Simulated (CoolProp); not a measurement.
The fluid at 452.69 K and 0.33 MPa is throttled through a valve to 0.146 MPa with no heat exchange. The same conditions are run with several fluids, on thermodynamics alone (safety and materials aside).

The numbers come from the reference Helmholtz-energy equation of state of each fluid (cis-2-butene: Lemmon 2005; chloromethane (R40): Thol 2014; n-butane: Bücker 2006; R113: Marx 1992; R21: Platzer 1990) in CoolProp. The equations of Platzer and Polt are older, rougher fits.

```tsv
fluid	temperature change (K)	final density (kg/m³)
cis-2-butene	-1.5	2.21
chloromethane (R40)	-1.8	1.98
n-butane	-1.3	2.29
R113	-2.0	7.44
R21	-2.2	4.05
```
